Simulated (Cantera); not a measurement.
A freely propagating, adiabatic, planar premixed flame of 8.25 % CH4, 0.256 % H2, 16.7 % O2, 74.8 % N2, equivalence ratio 1.00, unburnt at 600 K and 1.09 atm; multicomponent transport, grid criteria slope 0.08 and curve 0.16, no radiation.

Model: GRI-Mech 3.0 (53 species, 325 reactions), integrated in Cantera. Burning velocities carry a grid error of a few per cent, more on coarse grids.

x: mole fraction of selected species; z is measured from the peak of heat release.

```csv
z (mm),T (K),u (m/s),x CH4,x H2,x O2,x HCN,x C2H2,x HO2
-1.13,600,0.980,0.0824,0.00327,0.167,<1e-8,<1e-8,7.90e-8
-0.754,602,0.984,0.0822,0.00465,0.166,<1e-8,2.32e-8,9.95e-7
-0.566,609,0.998,0.0816,0.00639,0.165,<1e-8,1.57e-7,5.27e-6
-0.377,[?],1.08,0.0785,[?],0.162,[?],[?],[?]
-0.189,986,1.64,0.0579,0.0158,0.135,5.75e-7,2.11e-5,0.000110
-0.0943,1359,2.28,0.0324,0.0190,0.0992,1.60e-6,6.40e-5,0.000146
0,1724,2.91,0.00754,0.0190,0.0555,3.38e-6,0.000116,9.09e-5
0.0943,1873,3.16,0.000486,0.0145,0.0305,2.82e-6,1.85e-5,1.53e-5
0.189,1917,3.23,1.58e-5,0.0122,0.0223,1.07e-6,4.88e-7,6.97e-6
0.377,1968,3.29,3.13e-8,0.0116,0.0180,1.27e-7,<1e-8,5.15e-6
0.754,2031,3.38,<1e-8,[?],[?],<1e-8,<1e-8,[?]
1.51,2100,3.49,<1e-8,0.00871,0.0126,<1e-8,<1e-8,2.53e-6
3.02,2163,3.58,<1e-8,0.00673,0.00999,<1e-8,<1e-8,1.59e-6
```

Question: Complete the blanks.

Answer: 
- -0.377, T (K): 658
- -0.377, x H2: 0.00979
- -0.377, x HCN: 4.33e-8
- -0.377, x C2H2: 1.56e-6
- -0.377, x HO2: 3.50e-5
- 0.754, x H2: 0.0106
- 0.754, x O2: 0.0152
- 0.754, x HO2: 3.78e-6
